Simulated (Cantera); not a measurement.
An isothermal, constant-pressure homogeneous reactor starts with H2 : O2 : N2 = 1.5 : 1 : 2.1 (molar parts), at 925 K and 0.340 bar.

Computed with Cantera and the H2/O2 subset of GRI-Mech 3.0, which has no nitrogen chemistry. Below about 950 K walls govern HO2 and H2O2 in real vessels. The temperature is held fixed by assumption; the heat of reaction is taken as removed at once.

x: mole fraction; the columns are a selection and need not sum to one.

```json
[
 {"t (s)": "3.00e-6", "x H2": "0.326", "x O2": "0.217", "x O": "<1e-12", "x H2O2": "<1e-12", "x HO2": "5.93e-12", "x OH": "<1e-12"},
 {"t (s)": "8.68e-6", "x H2": "0.326", "x O2": "0.217", "x O": "1.04e-12", "x H2O2": "<1e-12", "x HO2": "1.83e-11", "x OH": "<1e-12"},
 {"t (s)": "2.51e-5", "x H2": "0.326", "x O2": "0.217", "x O": "5.04e-12", "x H2O2": "<1e-12", "x HO2": "6.32e-11", "x OH": "1.46e-12"},
 {"t (s)": "7.27e-5", "x H2": "0.326", "x O2": "0.217", "x O": "2.72e-11", "x H2O2": "<1e-12", "x HO2": "3.12e-10", "x OH": "7.44e-12"},
 {"t (s)": "0.000211", "x H2": "0.326", "x O2": "0.217", "x O": "4.82e-10", "x H2O2": "8.62e-12", "x HO2": "5.54e-9", "x OH": "1.30e-10"},
 {"t (s)": "0.000609", "x H2": "0.326", "x O2": "0.217", "x O": "(withheld)", "x H2O2": "2.55e-8", "x HO2": "9.15e-6", "x OH": "2.61e-7"},
 {"t (s)": "0.00176", "x H2": "0.0939", "x O2": "0.109", "x O": "(withheld)", "x H2O2": "1.45e-5", "x HO2": "0.000106", "x OH": "1.88e-5"},
 {"t (s)": "0.00510", "x H2": "0.0925", "x O2": "0.108", "x O": "(withheld)", "x H2O2": "6.96e-5", "x HO2": "3.54e-5", "x OH": "2.14e-8"},
 {"t (s)": "0.0148", "x H2": "0.0924", "x O2": "0.108", "x O": "(withheld)", "x H2O2": "8.79e-5", "x HO2": "2.55e-5", "x OH": "2.23e-8"},
 {"t (s)": "0.0428", "x H2": "0.0920", "x O2": "0.108", "x O": "(withheld)", "x H2O2": "0.000132", "x HO2": "3.06e-5", "x OH": "3.55e-8"},
 {"t (s)": "0.124", "x H2": "0.0899", "x O2": "0.107", "x O": "(withheld)", "x H2O2": "0.000288", "x HO2": "4.29e-5", "x OH": "9.01e-8"},
 {"t (s)": "0.358", "x H2": "0.0780", "x O2": "0.101", "x O": "(withheld)", "x H2O2": "0.000421", "x HO2": "4.89e-5", "x OH": "1.54e-7"},
 {"t (s)": "1.04", "x H2": "0.0486", "x O2": "0.0875", "x O": "1.61e-7", "x H2O2": "0.000312", "x HO2": "4.10e-5", "x OH": "1.59e-7"},
 {"t (s)": "3.00", "x H2": "0.0108", "x O2": "0.0699", "x O": "(withheld)", "x H2O2": "0.000109", "x HO2": "2.31e-5", "x OH": "1.86e-7"}
]
```

Fill in the missing entries.


- 0.000609, x O: 8.78e-7
- 0.00176, x O: 2.08e-5
- 0.00510, x O: 3.19e-8
- 0.0148, x O: 3.50e-8
- 0.0428, x O: 5.28e-8
- 0.124, x O: 1.17e-7
- 0.358, x O: 1.75e-7
- 3.00, x O: 1.28e-7
